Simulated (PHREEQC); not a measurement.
Make-up at 25 °C and 300 atm: 0.002 mol/kgw Cu(BF4)2 and 0.079 mol/kgw Na2SO4. Closed to the air; pH follows from the charge balance.

Equilibrium calculation in PHREEQC: ion-association model, phreeqc.dat.

### Question
The ionic strength comes out as 0.212 mol/kgw. What activity coefficients do Cu+2, HSO4-, NaSO4-, H+, HF2- get?

### Answer
Cu+2 0.33, HSO4- 0.75, NaSO4- 0.75, H+ 0.80, HF2- 0.75.

Precipitation was switched off in this run. Under pressure, the constants of complexes without a molar volume in the database are unreliable. Real BF4- forms and hydrolyses slowly; the run takes it at equilibrium.
